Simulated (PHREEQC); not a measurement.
Solution (25 °C): 0.059 mol/kgw ZnSO4, 0.15 mol/kgw MgSO4, 0.00019 mol/kgw HCl and 0.00019 mol/kgw NaCl. Closed to the air; pH follows from the charge balance.

Model: ion-association model, phreeqc.dat, run in PHREEQC.

Precipitation was switched off in this run.

Problem. Estimate the pH, ionic strength, density.

Solution. pH 4.29; ionic strength 0.368 mol/kgw; density 1.024 g/cm³.

Problem. In which forms is S present?

Solution. MgSO4 39 %, SO4-2 38 %, Zn(SO4)2-2 12 %, ZnSO4 11 % of the S.
